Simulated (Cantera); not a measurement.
What does this Cantera script print?

```python
import numpy as np
import cantera as ct

gas = ct.Solution("h2o2.yaml")
gas.TPX = 1375, 2666, {'H2': 0.053, 'O2': 1}
inlet = ct.Reservoir(gas, clone=True)

reactor = ct.IdealGasConstPressureReactor(gas, energy="off", clone=False)
exhaust = ct.Reservoir(gas, clone=True)
tau = [3.5, 1.1, 0.33, 0.1, 0.032, 0.0099, 0.0031, 0.00095, 0.00029][0]
for a, b in ((inlet, reactor), (reactor, exhaust)):
    ct.MassFlowController(a, b, mdot=lambda t: reactor.mass / tau)
net = ct.ReactorNet([reactor])
show = ['H2', 'O2', 'OH', 'H2O2', 'H2O']

rows = []
print(f"{'tau/s':>10s}{'T/K':>9s}" + "".join(f"{s:>11s}" for s in show))
for tau in [3.5, 1.1, 0.33, 0.1, 0.032, 0.0099, 0.0031, 0.00095, 0.00029]:
    net.initial_time = 0.0
    net.advance(30 * tau)
    before = gas.X
    net.advance(40 * tau)
    drift = np.max(np.abs(gas.X - before) / (gas.X + 1e-9))
    rows.append([gas.T, *gas[show].X, drift])
    print(f"{tau:10.3e}{gas.T:9.1f}" + "".join(f"{x:11.3e}" for x in gas[show].X))
```

Result:

```
     tau/s      T/K         H2         O2         OH       H2O2        H2O
 3.500e+00   1375.0  3.958e-05  9.469e-01  9.844e-04  3.051e-08  5.105e-02
 1.100e+00   1375.0  8.178e-05  9.456e-01  1.437e-03  4.468e-08  5.071e-02
 3.300e-01   1375.0  1.704e-04  9.429e-01  2.104e-03  6.310e-08  5.012e-02
 1.000e-01   1375.0  3.408e-04  9.378e-01  2.990e-03  8.344e-08  4.910e-02
 3.200e-02   1375.0  6.285e-04  9.300e-01  3.994e-03  1.017e-07  4.753e-02
 9.900e-03   1375.0  1.129e-03  9.206e-01  5.023e-03  1.174e-07  4.534e-02
 3.100e-03   1375.0  2.116e-03  9.143e-01  5.986e-03  1.356e-07  4.277e-02
 9.500e-04   1375.0  4.690e-03  9.134e-01  7.162e-03  1.680e-07  3.884e-02
 2.900e-04   1375.0  1.172e-02  9.187e-01  8.286e-03  2.058e-07  3.106e-02
```

Cantera simulation using the H2/O2 subset of GRI-Mech 3.0, which has no nitrogen chemistry; the numbers are that mechanism's predictions, not measurements. Radical loss at walls, strong at low pressure, is not modelled. The temperature is held fixed by assumption; the heat of reaction is taken as removed at once.
